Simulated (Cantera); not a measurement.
Input (Python, Cantera) and output of one run.

```python
import numpy as np
import cantera as ct

gas_names = """
    CL CL2 H HCL H2 Si SiCL SiCL2 SiCL3 SiCL4 SiH SiHCL3 SiH2 SiH2CL2 SiH3 SiH3CL SiH4 Si2 Si3
""".split()
cond_names = """
    Si(cr) Si(L)
""".split()


# ... load() reads the species with a 1 bar reference pressure and builds the phases ...
atoms = {
    'SiH2Cl2': {'Si': 1, 'H': 2, 'CL': 2},
    'H2': {'H': 2},
}
top_T = {}  # K; cautious upper limits of use, not melting points


# ... equilibrate(T, P, feed) seeds the gas with the atoms and calls Mixture.equilibrate('TP', solver="vcs", rtol=1e-11, max_steps=5000) ...
results = []
feed = {'SiH2Cl2': 1, 'H2': 43}  # mol
T = 1573.15  # K
P = 10000  # Pa
mix = equilibrate(T, P, feed)
results.append((T, P, feed, dict(zip(mix.species_names, mix.species_moles))))
x = sorted(zip(gas.X, gas.species_names), reverse=True)
print(f"T = {T:g} K  P = {P:g} Pa  gas = {mix.phase_moles(0):.4g} mol")
print("   x: " + "  ".join(f"{s} {v:.3e}" for v, s in x if v > 0.001))
print("   condensed (mol): " + ("  ".join(f"{mix.phase(i).name} {mix.phase_moles(i):.4g}"
      for i in range(1, mix.n_phases) if mix.phase_moles(i) > 1e-12) or "none"))
```

Output:

```
T = 1573.15 K  P = 10000 Pa  gas = 45 mol
   x: H2 9.600e-01  HCL 3.532e-02  SiCL2 4.401e-03
   condensed (mol): Si(cr) 0.7968
```

Cantera equilibrium calculation (NASA polynomials, part measured and part estimated; ideal gas, pure solids and liquids). The tables' values for SiCl3 are old estimates; treat these amounts as uncertain.
